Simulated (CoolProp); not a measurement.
A closed Brayton cycle with carbon dioxide: compressor inlet 322.15 K and 8.8 MPa, high pressure 30.3 MPa, turbine inlet 710 K, compressor efficiency 0.85, turbine efficiency 0.93, recuperator effectiveness 0 (on enthalpy, no pinch check). Each further row changes one setting.

Values from CoolProp's reference Helmholtz-energy equation of state, Span 1996.

```json
[
 {"case": "as stated", "thermal efficiency (%)": "18.5", "net work (kJ/kg)": "75.7", "compressor to turbine work": "0.45", "compressor exit (K)": "417.2", "turbine exit (K)": "571.0"},
 {"case": "turbine inlet 660 K", "thermal efficiency (%)": "___", "net work (kJ/kg)": "63.2", "compressor to turbine work": "0.49", "compressor exit (K)": "417.2", "turbine exit (K)": "526.3"},
 {"case": "compressor inlet 332.15 K", "thermal efficiency (%)": "___", "net work (kJ/kg)": "___", "compressor to turbine work": "___", "compressor exit (K)": "439.0", "turbine exit (K)": "571.0"},
 {"case": "high pressure 25.8 MPa", "thermal efficiency (%)": "16.6", "net work (kJ/kg)": "70.2", "compressor to turbine work": "___", "compressor exit (K)": "___", "turbine exit (K)": "588.5"},
 {"case": "recuperator effectiveness 0.5", "thermal efficiency (%)": "___", "net work (kJ/kg)": "75.7", "compressor to turbine work": "0.45", "compressor exit (K)": "417.2", "turbine exit (K)": "571.0"}
]
```

Question: Fill in the missing entries.

Answer: 
- turbine inlet 660 K, thermal efficiency (%): 18.3
- compressor inlet 332.15 K, thermal efficiency (%): 17.8
- compressor inlet 332.15 K, net work (kJ/kg): 66.0
- compressor inlet 332.15 K, compressor to turbine work: 0.52
- high pressure 25.8 MPa, compressor to turbine work: 0.42
- high pressure 25.8 MPa, compressor exit (K): 404.5
- recuperator effectiveness 0.5, thermal efficiency (%): 23.7
